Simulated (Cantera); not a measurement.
An adiabatic, constant-pressure homogeneous reactor starts with CH4 : C2H6 : C3H8 : O2 : N2 = 1 : 0.031 : 1.4 : 5.36 : 20.1 (molar parts), at 1225 K and 68000 Pa. Integrator tolerance rtol = 1e-08.

Cantera simulation using GRI-Mech 3.0 (53 species, 325 reactions); the numbers are that mechanism's predictions, not measurements. GRI-Mech 3.0 was tuned for natural gas; its chemistry of propane as a main component is partial and can be far from experiment.

What does this change do: initial temperature 1225 to 1448 K?


```
quantity                                                              before                                    after
---------------------------------  -----------------------------------------  ---------------------------------------
time of steepest temperature rise                                    5.22 ms                                 0.219 ms
temperature at 0.500 s                                                2498 K                                   2634 K
equilibrium temperature                                               2498 K                                   2634 K
x(CH4) at 0.500 s                  1.20e-12 (gas-phase equilibrium 1.36e-12)    <1e-12 (gas-phase equilibrium <1e-12)
x(C2H6) at 0.500 s                     <1e-12 (gas-phase equilibrium <1e-12)    <1e-12 (gas-phase equilibrium <1e-12)
x(C3H8) at 0.500 s                     <1e-12 (gas-phase equilibrium <1e-12)    <1e-12 (gas-phase equilibrium <1e-12)
x(NO) at 0.500 s                   0.000442 (gas-phase equilibrium 0.000442)  0.00103 (gas-phase equilibrium 0.00103)
x(OH) at 0.500 s                     0.00270 (gas-phase equilibrium 0.00270)  0.00542 (gas-phase equilibrium 0.00542)
x(H2O2) at 0.500 s                   7.65e-9 (gas-phase equilibrium 7.65e-9)  1.83e-8 (gas-phase equilibrium 1.83e-8)
```
